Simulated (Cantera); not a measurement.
Charge: 1 mol NaI, 0.19 mol H₂, equilibrated at 1273 K and 0.570 Torr.

These are equilibrium values from Cantera (NASA tables, ideal gas, pure condensed phases), not measurements of a reactor. Gases not in the tables: NaBr and NaI dimers. The numbers say what is thermodynamically allowed, not how fast it happens.

| species | before | after |
|---|---|---|
| NaI | 0.833 | 0.840 |
| H₂ | 0.159 | 0.160 |
| Na | 0.00428 | 0.000166 |
| I | 0.00382 | 9.03e-5 |
| H | 1.03e-5 | 6.31e-8 |
| HI | 0.000466 | 7.54e-5 |
Gas species are given as mole fractions.

### Question
Which change was made?
(A) temperature from 1273 K to 2048 K
(B) temperature from 1273 K to 1973.15 K
(C) temperature from 1273 K to 1925 K
(D) temperature from 1273 K to 1025 K

### Answer
D, temperature from 1273 K to 1025 K
